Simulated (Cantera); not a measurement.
Feed: 1 mol CH3SiH3, 1000 mol H2, held at 26.0 mbar.

Equilibrium computed with Cantera from the NASA thermochemical tables; the gas is ideal and each condensed phase is pure. Candidate condensed phases: C, C6H6, C7H8, C8H18, Si, SiC; 87 gas species. The feed counts by its element totals alone. Mutual solubility and eutectic melting of coexisting phases are not modelled. The numbers say what is thermodynamically allowed, not how fast it happens.

Which condensed phases are stable at each of these points (T (K)): 1223, 1273, 1323, 1373, 1423, 1473, 1523?


| T (K) | condensed phases | Si condensed (%) |
|---|---|---|
| 1223 | Si(s) + SiC(s) | 100.0 |
| 1273 | Si(s) + SiC(s) | 100.0 |
| 1323 | Si(s) + SiC(s) | 100.0 |
| 1373 | Si(s) + SiC(s) | 100.0 |
| 1423 | SiC(s) | 99.9 |
| 1473 | SiC(s) | 99.9 |
| 1523 | SiC(s) | 99.9 |

From 1223 K to 1373 K the condensed part is Si(s) + SiC(s). From 1423 K to 1523 K the condensed part is SiC(s).
